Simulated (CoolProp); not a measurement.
Vapour-liquid equilibrium of R125 (1) + R143a (2) at 1490 kPa; x and y are mole fractions of (1).

Values from CoolProp's multi-fluid Helmholtz-energy mixture model, Lemmon 2005 and Lemmon and Jacobsen 2000; pair parameters Lemmon 2004.

| x | bubble temperature (°C) | y at the bubble point | dew temperature at overall composition x (°C) | liquid density (mol/L) |
|---|---|---|---|---|
| 0.05 | 31.5 | 0.051 | 31.5 | 10.67 |
| 0.15 | 31.4 | 0.153 | 31.4 | 10.57 |
| 0.25 | 31.2 | 0.256 | 31.2 | 10.46 |
| 0.35 | 31.0 | 0.360 | 31.0 | 10.36 |
| 0.45 | 30.7 | 0.463 | 30.7 | ___ |
| 0.55 | 30.3 | 0.566 | 30.4 | 10.17 |
| 0.65 | 29.9 | 0.667 | 30.0 | 10.07 |
| 0.75 | 29.4 | 0.766 | 29.5 | 9.982 |
| 0.85 | 28.9 | ___ | 29.0 | 9.891 |
| 0.95 | 28.3 | 0.955 | 28.3 | ___ |

Task: Fill in the missing entries.

Result: 
- 0.45, liquid density (mol/L): 10.26
- 0.85, y at the bubble point: 0.862
- 0.95, liquid density (mol/L): 9.802

No azeotrope shows between x = 0.05 and 0.95.

Pair parameters are fitted to limited data, so mixtures are less certain than the pure fluids.
